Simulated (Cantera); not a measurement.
A closed system holds: 1 mol Ti(OiPr)4, 120 mol H2, at 0.200 bar.

These are equilibrium values from Cantera (NASA tables, ideal gas, pure condensed phases), not measurements of a reactor. Candidate condensed phases: C, C6H6, C7H8, C8H18, H2O, Ti, TiC, TiO, TiO2, Ti2O3, Ti3O5, Ti4O7; 113 gas species. The feed counts by its element totals alone. TiC: taken at fixed stoichiometry. Rates play no part.

x: gas mole fraction; n: condensed amount in mol.

```tsv
T (K)	x H2	x CO	x H	x CH4	x C2H2 (acetylene)	x H2O	n C(graphite)	n Ti3O5(s)	n TiC(s)
1225	0.980	0.0171	6.90e-7	0.00252	1.59e-7	?	9.33	0.333	0
1325	0.970	0.0290	3.60e-6	0.00126	8.25e-7	?	6.83	0	1.00
1425	0.970	0.0290	1.50e-5	0.000709	3.42e-6	?	6.90	0	1.00
1525	0.971	0.0290	5.21e-5	0.000430	1.17e-5	?	6.94	0	1.00
1625	0.971	0.0290	0.000155	0.000277	3.45e-5	?	6.95	0	1.00
1725	0.970	0.0290	0.000409	0.000188	8.94e-5	?	6.95	0	1.00
1825	0.970	0.0290	0.000970	0.000133	0.000208	?	6.92	0	1.00
1925	0.968	0.0290	0.00210	9.80e-5	0.000443	?	6.86	0	1.00
2025	0.966	0.0289	0.00423	7.42e-5	0.000874	?	6.75	0	1.000
```

### Question
Fill in the missing entries.

### Answer

- 1225, x H2O: 6.59e-5
- 1325, x H2O: 4.04e-5
- 1425, x H2O: 1.71e-5
- 1525, x H2O: 8.09e-6
- 1625, x H2O: 4.21e-6
- 1725, x H2O: 2.37e-6
- 1825, x H2O: 1.42e-6
- 1925, x H2O: 8.97e-7
- 2025, x H2O: 5.94e-7
